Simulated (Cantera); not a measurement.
**Pyrogenic steam for wet oxidation**

An isothermal, constant-pressure homogeneous reactor starts with H₂ : O₂ : N₂ = 1.3 : 1 : 3.6 (molar parts), equivalence ratio 0.65, at 1200 K and 0.270 bar.

Detailed kinetics in Cantera: GRI-Mech 3.0 (53 species, 325 reactions). The temperature is held fixed by assumption; the heat of reaction is taken as removed at once.

```
t (s)         x H₂    x O₂    x H₂O₂     x NO      x OH       x H    x HO₂
--------  --------  ------  --------  -------  --------  --------  -------
0.000800   0.00268  0.0672   3.24e-6  8.64e-6   0.00142   0.00128  2.11e-5
0.00194   0.000373  0.0667   1.35e-6  8.65e-6  0.000457   5.15e-5  8.97e-6
0.00472    5.56e-5  0.0666   4.40e-7  8.60e-6  0.000184   3.18e-6  2.15e-6
0.0115     9.66e-6  0.0666   1.44e-7  8.58e-6   8.65e-5   2.96e-7  4.90e-7
0.0279     2.18e-6  0.0667   4.99e-8  8.59e-6   4.57e-5   4.08e-8  1.35e-7
0.0678     6.40e-7  0.0667   1.87e-8  8.62e-6   2.62e-5   7.51e-9  4.47e-8
0.165      2.22e-7  0.0667   7.38e-9  8.65e-6   1.59e-5   1.66e-9  1.75e-8
0.400      8.65e-8  0.0667   3.08e-9  8.66e-6   1.00e-5  4.21e-10  8.79e-9
0.972      3.98e-8  0.0667   1.43e-9  8.65e-6   6.71e-6  1.33e-10  6.51e-9
2.36       2.58e-8  0.0667  8.89e-10  8.65e-6   5.22e-6  6.79e-11  6.37e-9
5.74       2.37e-8  0.0667  8.00e-10  8.64e-6   4.93e-6  5.91e-11  6.43e-9
13.9       2.36e-8  0.0667  7.96e-10  8.64e-6   4.92e-6  5.88e-11  6.43e-9
33.9       2.36e-8  0.0667  7.96e-10  8.64e-6   4.92e-6  5.87e-11  6.43e-9
82.3       2.36e-8  0.0667  7.96e-10  8.64e-6   4.92e-6  5.87e-11  6.43e-9
200        2.36e-8  0.0667  7.96e-10  8.64e-6   4.92e-6  5.87e-11  6.43e-9
```
x: mole fraction; the columns are a selection and need not sum to one.

Equilibrium at this temperature and pressure: H₂ 2.36e-8, O₂ 0.0666, H₂O₂ 7.96e-10, NO 0.000103, OH 4.92e-6, H 5.88e-11, HO₂ 6.43e-9 (gas phase only).
